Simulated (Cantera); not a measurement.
Feed: 1 mol Si3N4, 0.53 mol N2O, a varied amount of N2, equilibrated at 1750 K and 3.90 Pa.

Cantera equilibrium calculation (NASA polynomials, part measured and part estimated; ideal gas, pure solids and liquids). Candidate condensed phases: Si, SiO2, Si2N2O, Si3N4; 16 gas species. The tables' values for SiN are old estimates; treat these amounts as uncertain. Rates play no part.

x: gas mole fraction; n: condensed amount in mol.

```csv
n(N2) (mol),x N2,x Si,x SiO,x Si2N,x Si2,n Si(l)
13,0.929,0.0385,0.0317,0.000203,0.000199,1.81
17,0.936,0.0385,0.0254,0.000204,0.000199,1.64
22,0.941,0.0385,0.0203,0.000205,0.000199,1.44
29,0.945,0.0385,0.0159,0.000205,0.000199,1.15
38,0.949,0.0385,0.0124,0.000205,0.000199,0.780
50,0.951,0.0385,0.00960,0.000206,0.000199,0.286
66,0.958,0.0337,0.00741,___,0.000153,0
87,0.968,0.0262,0.00573,___,9.22e-5,0
110,0.974,0.0210,0.00459,___,5.95e-5,0
150,0.981,0.0157,0.00341,___,3.31e-5,0
200,0.985,0.0119,0.00258,___,1.90e-5,0
260,0.989,0.00922,0.00200,___,1.14e-5,0
340,0.991,0.00710,0.00153,___,6.77e-6,0
```

Question: Some entries are withheld; supply them.

Answer: 
- 66, x Si2N: 0.000158
- 87, x Si2N: 9.61e-5
- 110, x Si2N: 6.22e-5
- 150, x Si2N: 3.47e-5
- 200, x Si2N: 2.00e-5
- 260, x Si2N: 1.20e-5
- 340, x Si2N: 7.14e-6
